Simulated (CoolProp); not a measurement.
n-pentane at 293.15 K and 11.7 MPa is throttled through a valve to 4.43 MPa with no heat exchange. Each further row changes one setting.

The numbers come from the reference Helmholtz-energy equation of state, Thol 2019 in CoolProp.

| case | temperature change (K) | final density (kg/m³) |
|---|---|---|
| as stated | +2.9 | 629 |
| outlet pressure 1.33 MPa | +4.1 | 624 |
| outlet pressure 5.76 MPa | +2.4 | 631 |
